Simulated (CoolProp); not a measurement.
A single-stage vapour-compression cycle with R123: evaporating at 283.15 K (dew point), condensing at 303.15 K (bubble point), superheat 5 K, subcooling 5 K, compressor efficiency 0.9, no pressure losses. Each further row changes one setting.

The numbers come from the reference Helmholtz-energy equation of state, Younglove 1994 in CoolProp. It is a modified Benedict-Webb-Rubin equation, recast in Helmholtz form.

```
case                              cooling COP  pressure ratio  discharge temperature (K)  refrigerating effect (kJ/kg)  volumetric capacity (kJ/m³)
--------------------------------  -----------  --------------  -------------------------  ----------------------------  ---------------------------
as stated                                12.3            2.17                      309.9                           166                          548
evaporating temperature 288.15 K         17.0            1.76                      309.2                           169                          677
condensing temperature 298.15 K          16.7            1.81                      304.6                           171                          565
subcooling 10 K                          12.7            2.17                      309.9                           171                          565
superheat 15 K                           12.3            2.17                      320.1                           172                          550
compressor efficiency 0.8                10.9            2.17                      312.2                           166                          548
```
